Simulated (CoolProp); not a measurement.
The numbers come from the reference Helmholtz-energy equation of state, Lemmon 2006 in CoolProp. It is a short technical equation, of lower accuracy than the large ones.

Task: For CH3F (R41), give the phase and the cv (kJ/(kg K)), isothermal compressibility (1/MPa) at 166.2 K and 24.7 MPa; 186.4 K and 24.7 MPa; 216.8 K and 24.7 MPa.

Result: 
- 166.2 K and 24.7 MPa: liquid; cv 1.36, isothermal compressibility 0.000837
- 186.4 K and 24.7 MPa: liquid; cv 1.30, isothermal compressibility 0.00104
- 216.8 K and 24.7 MPa: liquid; cv 1.23, isothermal compressibility 0.00147
